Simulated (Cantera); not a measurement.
An isothermal, constant-pressure homogeneous reactor starts with NH3 : H2 = 1 : 0.72 (molar parts), at 1700 K and 0.330 bar. Integrator tolerance rtol = 1e-08.

Model: the gas-phase N/H chemistry of the illustrative SiF4/NH3 mechanism in the Surface Chemkin manual (1991), integrated in Cantera. Walls and surfaces, which speed up NH3 decomposition in real reactors, are not modelled.

Q: What does this change do: pressure from 0.330 bar to 0.0267 bar?

A: 
| quantity | before | after |
|---|---|---|
| x(NH3) at 30.0 s | 0.0215 (gas-phase equilibrium 3.76e-6) | 0.183 (gas-phase equilibrium 3.03e-7) |
| x(H2) at 30.0 s | 0.801 (gas-phase equilibrium 0.816) | 0.691 (gas-phase equilibrium 0.815) |
| x(N2H2) at 30.0 s | 4.92e-9 (gas-phase equilibrium <1e-12) | 2.98e-7 (gas-phase equilibrium <1e-12) |
| x(N2H4) at 30.0 s | 4.82e-10 (gas-phase equilibrium <1e-12) | 2.30e-9 (gas-phase equilibrium <1e-12) |
| x(H) at 30.0 s | 0.000196 (gas-phase equilibrium 0.000233) | 0.000152 (gas-phase equilibrium 0.000820) |
| x(NH) at 30.0 s | 1.91e-7 (gas-phase equilibrium 4.59e-11) | 1.30e-6 (gas-phase equilibrium 4.59e-11) |
| x(N) at 30.0 s | 1.46e-8 (gas-phase equilibrium 4.13e-12) | 8.71e-8 (gas-phase equilibrium 1.45e-11) |

Q: What does this change do: temperature 1700 to 1550 K?

A: 
```tsv
quantity	before	after
x(NH3) at 30.0 s	0.0215 (gas-phase equilibrium 3.76e-6)	0.321 (gas-phase equilibrium 5.51e-6)
x(H2) at 30.0 s	0.801 (gas-phase equilibrium 0.816)	0.597 (gas-phase equilibrium 0.816)
x(N2H2) at 30.0 s	4.92e-9 (gas-phase equilibrium <1e-12)	8.62e-8 (gas-phase equilibrium <1e-12)
x(N2H4) at 30.0 s	4.82e-10 (gas-phase equilibrium <1e-12)	1.90e-8 (gas-phase equilibrium <1e-12)
x(H) at 30.0 s	0.000196 (gas-phase equilibrium 0.000233)	2.63e-5 (gas-phase equilibrium 4.99e-5)
x(NH) at 30.0 s	1.91e-7 (gas-phase equilibrium 4.59e-11)	1.19e-7 (gas-phase equilibrium 3.98e-12)
x(N) at 30.0 s	1.46e-8 (gas-phase equilibrium 4.13e-12)	3.29e-9 (gas-phase equilibrium <1e-12)
```

Q: What does this change do: temperature 1700 to 2150 K?

A: 
```
quantity                                              before                                    after
-----------------  -----------------------------------------  ---------------------------------------
x(NH3) at 30.0 s      0.0215 (gas-phase equilibrium 3.76e-6)  1.67e-6 (gas-phase equilibrium 1.64e-6)
x(H2) at 30.0 s          0.801 (gas-phase equilibrium 0.816)      0.810 (gas-phase equilibrium 0.810)
x(N2H2) at 30.0 s     4.92e-9 (gas-phase equilibrium <1e-12)    <1e-12 (gas-phase equilibrium <1e-12)
x(N2H4) at 30.0 s    4.82e-10 (gas-phase equilibrium <1e-12)    <1e-12 (gas-phase equilibrium <1e-12)
x(H) at 30.0 s     0.000196 (gas-phase equilibrium 0.000233)  0.00665 (gas-phase equilibrium 0.00665)
x(NH) at 30.0 s     1.91e-7 (gas-phase equilibrium 4.59e-11)  9.18e-9 (gas-phase equilibrium 9.03e-9)
x(N) at 30.0 s      1.46e-8 (gas-phase equilibrium 4.13e-12)  5.10e-9 (gas-phase equilibrium 5.02e-9)
```
